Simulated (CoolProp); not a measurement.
Properties of chlorine along the isotherm 11.55 °C (Tc = 143.7 °C, pc = 7.642 MPa, ω = 0.070).

Computed with CoolProp (reference Helmholtz-energy equation of state, Thol 2021).

```
p (MPa)   phase  density (kg/m³)  cp (kJ/(kg K))  speed of sound (m/s)  fugacity coefficient
-------  ------  ---------------  --------------  --------------------  --------------------
0.0632      gas            1.911          0.4835                 209.4                0.9909
0.0928      gas            2.818          0.4875                 208.9                0.9867
0.136       gas            4.157          0.4935                 208.2                0.9805
0.2         gas            6.174          0.5029                 207.0                0.9713
0.294       gas            9.214          0.5177                 205.3                0.9577
0.431       gas            13.83          0.5418                 202.6                0.9380
0.632    liquid             1434          0.9736                 874.0                0.7745
0.928    liquid             1435          0.9727                 875.7                0.5308
1.36     liquid             1436          0.9714                 878.2                0.3654
2        liquid             1438          0.9695                 881.8                0.2518
2.94     liquid             1440          0.9668                 887.1                0.1747
4.31     liquid             1443          0.9630                 894.7                0.1226
6.32     liquid             1448          0.9577                 905.6               0.08717
9.28     liquid             1455          0.9507                 920.9               0.06311
13.6     liquid             1465          0.9416                 942.2               0.04705
20       liquid             1478          0.9302                 971.5               0.03645
```
